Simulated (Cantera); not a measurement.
Input (Python, Cantera):

```python
import numpy as np
import cantera as ct

surf = ct.Interface("diamond.yaml", "diamond_100")
gas, bulk = surf.adjacent["gas"], surf.adjacent["diamond"]
k = surf.kinetics_species_index(bulk.species_names[0])
cover = ["c6HH", "c6H*", "c6*H", "c6**", "c6HM", "c6B"]

rows, drift = [], 0.0
print(f"{'xH':>10s}{'um/h':>11s}" + "".join(f"{s:>11s}" for s in cover))
for v in [0.0001, 0.00022, 0.00048, 0.001, 0.0023, 0.005, 0.011, 0.024, 0.052]:
    T, P, xH, xCH3 = 1223, 1500, v, 0.00053
    gas.TPX = T, P, {"H": xH, "CH3": xCH3, "CH4": 0.0066, "H2": 1 - xH - xCH3 - 0.0066}
    surf.TP = bulk.TP = T, P
    surf.coverages = "c6H*:0.1, c6HH:0.9"
    surf.advance_coverages(100.0)
    before = surf.coverages
    surf.advance_coverages(100.0)
    drift = max(drift, np.max(np.abs(surf.coverages - before) / (surf.coverages + 1e-9)))
    rate = surf.net_production_rates[k] * bulk.mean_molecular_weight / bulk.density * 3.6e9
    rows.append([rate, *surf[cover].coverages])
    print(f"{v:10.4g}{rate:11.4e}" + "".join(f"{x:11.3e}" for x in rows[-1][1:]))
```

Output:

```
        xH       um/h       c6HH       c6H*       c6*H       c6**       c6HM        c6B
    0.0001 5.7168e-02  6.233e-01  2.761e-02  3.382e-01  4.253e-03  8.259e-04  1.551e-10
   0.00022 1.6059e-01  5.356e-01  3.372e-02  4.131e-01  9.083e-03  1.094e-03  4.358e-10
   0.00048 3.3321e-01  4.806e-01  3.738e-02  4.579e-01  1.573e-02  1.345e-03  9.042e-10
     0.001 5.4359e-01  4.515e-01  3.919e-02  4.800e-01  2.224e-02  1.543e-03  1.475e-09
    0.0023 8.3520e-01  4.345e-01  4.017e-02  4.920e-01  2.801e-02  1.680e-03  2.266e-09
     0.005 1.2254e+00  4.270e-01  4.058e-02  4.969e-01  3.131e-02  1.705e-03  3.325e-09
     0.011 1.8871e+00  4.235e-01  4.080e-02  4.992e-01  3.312e-02  1.617e-03  5.121e-09
     0.024 2.9699e+00  4.220e-01  4.094e-02  5.004e-01  3.402e-02  1.404e-03  8.059e-09
     0.052 4.4787e+00  4.214e-01  4.109e-02  5.011e-01  3.448e-02  1.080e-03  1.215e-08
```

Computed with Cantera and the Harris–Goodwin 1993 mechanism for the reconstructed diamond (100) surface.
